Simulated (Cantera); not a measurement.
Predominance diagram of Cu at 1500 K against the partial pressures of O2 and F2 (log10, bar). Source: NASA polynomial tables (part measured, part estimated), evaluated in Cantera. Candidates: Cu(l), CuF2(l), Cu2O(s). Only these pure phases compete in this equilibrium. 

```
log p(F2) \ log p(O2)
        columns: -18, -17.2, -16.4, -15.7, -14.9, -14.1, -13.3, -12.5, -11.7, -11, -10.2, -9.4, -8.6, -7.8, -7, -6.3, -5.5, -4.7, -3.9, -3.1, -2.3, -1.6, -0.8, 0
      0  A A A A A A A A A A A A A A A A A A A A A A A A
   -0.9  A A A A A A A A A A A A A A A A A A A A A A A A
   -1.7  A A A A A A A A A A A A A A A A A A A A A A A A
   -2.6  A A A A A A A A A A A A A A A A A A A A A A A A
   -3.4  A A A A A A A A A A A A A A A A A A A A A A A A
   -4.3  A A A A A A A A A A A A A A A A A A A A A A A A
   -5.1  A A A A A A A A A A A A A A A A A A A A A A A A
     -6  A A A A A A A A A A A A A A A A A A A A A A A A
   -6.9  A A A A A A A A A A A A A A A A A A A A A A A A
   -7.7  A A A A A A A A A A A A A A A A A A A A A A A A
   -8.6  A A A A A A A A A A A A A A A A A A A A A A A A
   -9.4  A A A A A A A A A A A A A A A A A A A A A A A A
  -10.3  A A A A A A A A A A A A A A A A A A A A A A A A
  -11.1  A A A A A A A A A A A A A A A A A A A A A A B B
    -12  C C C C C C C C C C C C C C C C C C B B B B B B
```

A: CuF2(l); B: Cu2O(s); C: Cu(l).
